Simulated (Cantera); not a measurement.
Feed: 1 mol Al₂O₃, 2.5 mol Cl₂, 1.7 mol O₂, held at 973.15 K and 0.120 bar.

Method: chemical equilibrium by Gibbs-energy minimisation in Cantera with the NASA 1993 tables (ideal gas, pure condensed phases). Candidate condensed phases: Al, AlCl₃, Al₂O₃; 17 gas species. Condensed phases not in the tables: AlOCl. Kinetics and transport are ignored.

Base state: Cl₂ 0.595, O₂ 0.405, Cl 0.000573 (mole fractions); condensed: Al₂O₃(s).

**Question.** What changes in the equilibrium state with this change: pressure from 0.120 bar to 2.30 Pa?

**Answer.** 
| species | before | after |
|---|---|---|
| Cl₂ | 0.595 | 0.563 |
| O₂ | 0.405 | 0.397 |
| Cl | 0.000573 | 0.0402 |
| Al₂O₃(s), mol | 1.00 | 1.00 |

**Question.** What changes in the equilibrium state with this change: 0.0061 mol H₂ added?

**Answer.** 
```tsv
species	before	after
Cl₂	0.595	0.592
O₂	0.405	0.404
HCl	0	0.00290
Cl	0.000573	0.000571
Al₂O₃(s), mol	1.00	1.00
```
Further candidate phases: H₂O.
